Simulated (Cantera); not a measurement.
## Silicon etching in halogen gases: Si + NF3 + N2

Input: 1 mol Si, 5.5 mol NF3, 0.54 mol N2, held at 825 K and 1500 Pa.

Equilibrium computed with Cantera from the NASA thermochemical tables; the gas is ideal and each condensed phase is pure. Candidate condensed phases: Si, Si3N4; 16 gas species. Rates play no part.

```yaml
x(F2): 0.507
x(N2): 0.295
x(SiF4): 0.0947
x(F): 0.0702
x(NF3): 0.0329
gas_amount: 10.56 mol
log10 activity of Si(s) (absent): -93.37
```
